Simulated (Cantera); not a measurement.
A jet of CH4 : O2 : N2 = 0.021 : 0.074 : 0.79 (molar parts), equivalence ratio 0.57 at 300 K and 5400 Pa hits a platinum plate 5.8 cm away at a mass flux of 0.058 kg/m²/s; the plate temperature is set and raised in steps from an oxygen-covered start.

Computed with Cantera and Deutschmann's 1995 Pt surface mechanism with GRI-Mech 3.0 gas chemistry. Catalytic surfaces can have several steady states; this one follows from the mechanism file's or the stated starting coverage.

One state of this run: wall x CH4 = 0.00568; wall x O2 = 0.0454; wall x H2O = 0.0333; wall x OH = 1.31e-6; wall x CO = 8.88e-6; wall x CO2 = 0.0220; θ free Pt = 0.561; θ O* = 0.438. x: mole fraction at the wall; θ: surface coverage.

Problem. Which value of plate T (K) does it belong to?
(A) 950
(B) 1150
(C) 1100
(D) 1000

Solution. C, 1100
